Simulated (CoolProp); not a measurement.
Values from CoolProp's reference Helmholtz-energy equation of state, Smukala 2000.

### Question
Give the vapour pressure (kPa), enthalpy of vaporisation (kJ/kg), liquid cp (kJ/(kg K)), surface tension (mN/m) of saturated ethylene at 224 K.

### Answer
```csv
T (K),p (kPa),enthalpy of vaporisation (kJ/kg),liquid cp (kJ/(kg K)),surface tension (mN/m)
224,1090,382,2.75,7.54
```

Surface tension comes from a separate correlation (Mulero 2012).
